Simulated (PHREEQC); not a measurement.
Make-up at 20 °C: 1.9 mmol/kgw MnSO4, 0.084 mmol/kgw CaCl2, 2.8 mmol/kgw NaF and 0.032 mmol/kgw NaCl. Closed to the air; pH follows from the charge balance.

Model: ion-association model, phreeqc.dat, run in PHREEQC.

```json
[
 {"quantity": "pH", "before": "7.10", "after": "6.50"},
 {"quantity": "ionic strength (mol/kgw)", "before": "0.00974", "after": "0.00902"},
 {"quantity": "Ca+2 (mol/kgw)", "before": "7.44e-5", "after": "7.27e-5"},
 {"quantity": "NaF (mol/kgw)", "before": "3.66e-6", "after": "3.60e-6"},
 {"quantity": "HF (mol/kgw)", "before": "2.70e-7", "after": "3.14e-6"},
 {"quantity": "HF2- (mol/kgw)", "before": "2.75e-9", "after": "3.78e-8"},
 {"quantity": "SI of Fluorite (CaF2)", "before": "+1.16", "after": "+0.70"},
 {"quantity": "SI of Halite (NaCl)", "before": "-7.91", "after": "-7.95"}
]
```

Question: What was changed between the two runs?
(A) NaF replaced by (CH3)4NF at the same molality
(B) CaCl2 from 8.4e-05 to 0.000168 mol/kgw
(C) MnSO4 left out
(D) temperature from 20 to 75 °C
(E) diluted 5-fold with water

Answer: D, temperature from 20 to 75 °C

No solid was allowed to form. Some of these states are supersaturated (in Fluorite, for instance). Constants without temperature data keep their 25 °C values here.
